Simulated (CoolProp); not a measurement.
Values from CoolProp's reference Helmholtz-energy equation of state, Akasaka 2019.

Task: Give the vapour pressure (MPa), liquid density (kg/m³), vapour density (kg/m³), enthalpy of vaporisation (kJ/kg) of saturated R1234ze(Z) at 55.65 °C.

Result: 
| T (°C) | p (MPa) | liquid density (kg/m³) | vapour density (kg/m³) | enthalpy of vaporisation (kJ/kg) |
|---|---|---|---|---|
| 55.65 | 0.459 | 1140 | 22.2 | 185 |
